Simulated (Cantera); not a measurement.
A closed system holds: 1 mol BCl₃, 3.7 mol O₂, at 1977 °C and 300 Pa.

Method: chemical equilibrium by Gibbs-energy minimisation in Cantera with the NASA 1993 tables (ideal gas, pure condensed phases). Candidate condensed phases: B, B₂O₃; 18 gas species. The tables' values for BOCl are old estimates; treat these amounts as uncertain. Rates play no part.

Base state: Cl 0.443, O₂ 0.406, BO₂ 0.0609, O 0.0429, B₂O₃ 0.0407, BOCl 0.00493, BO 0.00209, ClO 0.000197 (mole fractions); condensed: gas only.

Problem. What changes in the equilibrium state with this change: temperature from 1977 °C to 1575 °C?

Solution. 
```csv
species,before,after
O₂,0.406,0.454
Cl,0.443,0.449
B₂O₃,0.0407,0.0652
BO₂,0.0609,0.0164
O,0.0429,0.00233
BO,0.00209,2.19e-5
Cl₂,0.000197,0.00390
BOCl,0.00493,0.00832
ClO,0.000197,0.000283
```

Problem. What changes in the equilibrium state with this change: temperature from 1977 °C to 1300 °C?

Solution. 
```tsv
species	before	after
O₂	0.406	0.507
Cl	0.443	0.399
Cl₂	0.000197	0.0546
BO₂	0.0609	0.00243
O	0.0429	0.000136
B₂O₃	0.0407	0.0300
BO	0.00209	1.34e-7
ClO	0.000197	0.000350
BOCl	0.00493	0.00646
B₂O₃(l), mol	0	0.299
```
